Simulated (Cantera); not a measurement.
A closed system holds: 1 mol AlN, 1.3 mol N2, 0.095 mol C, equilibrated at 2800 °C and 1330 Pa.

Equilibrium computed with Cantera from the NASA thermochemical tables; the gas is ideal and each condensed phase is pure. Candidate condensed phases: Al, AlN, C; 16 gas species. Rates play no part.

Base state: N2 0.625, Al 0.351, CN 0.0148, C3 0.00426, C 0.00330, C2 0.000998, C2N2 0.000154, N 0.000151 (mole fractions); condensed: gas only.

Task: What changes in the equilibrium state with this change: pressure from 1330 Pa to 133 Pa?

Result: 
```tsv
species	before	after
N2	0.625	0.621
Al	0.351	0.349
CN	0.0148	0.0154
C	0.00330	0.0109
C3	0.00426	0.00154
C5	1.88e-5	7.43e-7
Al2	1.31e-5	1.29e-6
C2N2	0.000154	1.67e-5
```

Task: What changes in the equilibrium state with this change: C from 0.095 to 0.26 mol?

Result: 
```csv
species,before,after
N2,0.625,0.606
Al,0.351,0.344
CN,0.0148,0.0234
C3,0.00426,0.0178
C5,1.88e-5,0.000202
C4,7.78e-6,5.21e-5
C2,0.000998,0.00258
CNC,2.00e-5,5.10e-5
```

Task: What changes in the equilibrium state with this change: pressure from 1330 Pa to 9700 Pa?

Result: 
```json
[
 {"species": "N2", "before": "0.625", "after": "0.628"},
 {"species": "Al", "before": "0.351", "after": "0.352"},
 {"species": "CN", "before": "0.0148", "after": "0.0118"},
 {"species": "C", "before": "0.00330", "after": "0.000969"},
 {"species": "C4N2", "before": "6.25e-7", "after": "1.32e-5"},
 {"species": "Al2", "before": "1.31e-5", "after": "9.55e-5"},
 {"species": "C5", "before": "1.88e-5", "after": "0.000116"},
 {"species": "C2N2", "before": "0.000154", "after": "0.000706"}
]
```
